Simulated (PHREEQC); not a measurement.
Solution (76 °C and 500 atm): 0.0049 mol Pb(NO3)2 and 4.3e-06 mol KBr per kg of water. Closed to the air; pH follows from the charge balance.

Model: ion-association model, phreeqc.dat, run in PHREEQC.

```json
{
  "pH": "5.09",
  "ionic_strength": "0.0137 mol/kgw"
}
```

| species | molality | activity | log γ |
|---|---|---|---|
| NO3- | 0.00931 | 0.00815 | -0.058 |
| Pb+2 | 0.00439 | 0.00264 | -0.221 |
| PbNO3+ | 0.000495 | 0.000436 | -0.055 |
| H+ | 9.01e-6 | 8.07e-6 | -0.047 |
| PbOH+ | 7.89e-6 | 6.94e-6 | -0.055 |
| K+ | 4.30e-6 | 3.78e-6 | -0.056 |
| Br- | 3.09e-6 | 2.71e-6 | -0.058 |
| PbBr+ | 1.21e-6 | 1.06e-6 | -0.055 |
| Pb2OH+3 | 1.03e-6 | 3.26e-7 | -0.498 |
| OH- | 4.60e-8 | 4.04e-8 | -0.057 |
| Pb3(OH)4+2 | 1.16e-8 | 6.95e-9 | -0.221 |

No solid was allowed to form. Under pressure, the constants of complexes without a molar volume in the database are unreliable. Constants without temperature data keep their 25 °C values here.
